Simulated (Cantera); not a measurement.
What does this Cantera script print?

```python
import numpy as np
import cantera as ct

gas_names = """
    O3 HCL OH
""".split()
cond_names = """
    Li2O(s) Li2O(L) LiCL(s) LiCL(L)
""".split()


# ... load() reads the species with a 1 bar reference pressure and builds the phases ...
species = {s.name: s for s in load("nasa_gas.yaml", gas_names) + load("nasa_condensed.yaml", cond_names)}
# Each term lists the table entries of one substance; the one whose range holds T is used.
reactions = {
    'O3(g) + 6 HCl(g) + 3 Li2O = 6 OH(g) + 6 LiCl':
        [(-1, ['O3']), (-6, ['HCL']), (-3, ['Li2O(s)', 'Li2O(L)']), (6, ['OH']), (6, ['LiCL(s)', 'LiCL(L)'])],
}


def pick(names, T):
    return next(species[n] for n in names if species[n].thermo.min_temp <= T <= species[n].thermo.max_temp)


results = []
for label, terms in reactions.items():
    print(label)
    print("     T/K   dH/kJ  dS/(J/K)   dG/kJ   log10 K")
    for T in [725, 825, 925, 1025, 1125, 1225]:
        used = [(nu, pick(names, T)) for nu, names in terms]
        dH = sum(nu * s.thermo.h(T) for nu, s in used) / 1e6
        dS = sum(nu * s.thermo.s(T) for nu, s in used) / 1e3
        dG = dH - T * dS / 1e3
        logK = -dG * 1e6 / (ct.gas_constant * T * np.log(10))
        results.append((label, T, dH, dS, dG, logK, [s.name for _, s in used]))
        print(f"{T:8g} {dH:8.1f} {dS:8.1f} {dG:8.1f} {logK:8.2f}")
```

Result:

```
O3(g) + 6 HCl(g) + 3 Li2O = 6 OH(g) + 6 LiCl
     T/K   dH/kJ  dS/(J/K)   dG/kJ   log10 K
     725     23.6     46.2     -9.9     0.71
     825     29.7     54.0    -14.9     0.94
     925    155.6    196.6    -26.3     1.49
    1025    161.3    203.8    -47.6     2.42
    1125    166.6    208.7    -68.2     3.17
    1225    170.6    212.1    -89.3     3.81
```

Standard-state values (1 bar) from the NASA 1993 polynomials, evaluated with Cantera. Condensed species are held in their standard states even where they would react or evaporate.
